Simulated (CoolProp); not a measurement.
The fluoroketone C6F12O (FK-5-1-12) at several states: fugacity coefficient from the reference equation and from simpler models built on Tc = 168.7 °C, pc = 1.869 MPa, ω = 0.471; each cubic takes its own stable root.

The numbers come from the reference Helmholtz-energy equation of state, McLinden 2015 in CoolProp.

```
T (°C)  p (MPa)   phase  reference  van der Waals  Redlich-Kwong  Soave-Redlich-Kwong  Peng-Robinson
------  -------  ------  ---------  -------------  -------------  -------------------  -------------
127.75   0.0301     gas     0.9920         0.9940         0.9928               0.9922         0.9915
-0.95      1.06  liquid    0.01204         0.1830        0.05047              0.01223        0.01255
119.55    0.141     gas     0.9597         0.9704         0.9642               0.9610         0.9579
180.45    0.774     gas     0.8726         0.8855         0.8723               0.8753         0.8622
-72.55    0.046  liquid  0.0009336         0.5581        0.02176             0.001082       0.001301
95.55      8.72  liquid    0.07232         0.1931         0.1142              0.07775        0.07075
```
